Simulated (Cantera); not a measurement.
A closed system holds: 1 mol SiCl₄, 0.72 mol HCl, 0.32 mol H₂, equilibrated at 725 K and 0.100 bar.

Method: chemical equilibrium by Gibbs-energy minimisation in Cantera with the NASA 1993 tables (ideal gas, pure condensed phases). Candidate condensed phases: Si; 19 gas species. The numbers say what is thermodynamically allowed, not how fast it happens.

Base state: SiCl₄ 0.490, HCl 0.353, H₂ 0.157, SiHCl₃ 6.72e-5 (mole fractions); condensed: gas only.

What changes in the equilibrium state with this change: SiCl₄ replaced by Si?


| species | before | after |
|---|---|---|
| H₂ | 0.157 | 0.775 |
| SiCl₄ | 0.490 | 0.174 |
| SiHCl₃ | 6.72e-5 | 0.0490 |
| HCl | 0.353 | 0.000851 |
| SiH₂Cl₂ | <1e-9 | 0.000959 |
| SiCl₃ | 6.99e-8 | 2.29e-5 |
| Si(s), mol | 0 | 0.809 |
The tables' values for SiCl₃ are old estimates; treat these amounts as uncertain.

What changes in the equilibrium state with this change: temperature from 725 K to 1275 K?


```tsv
species	before	after
SiCl₄	0.490	0.459
HCl	0.353	0.378
H₂	0.157	0.137
SiCl₃	6.99e-8	0.0158
SiCl₂	<1e-9	0.00352
SiH₂Cl₂	<1e-9	1.36e-5
```
The tables' values for SiCl₃ are old estimates; treat these amounts as uncertain.
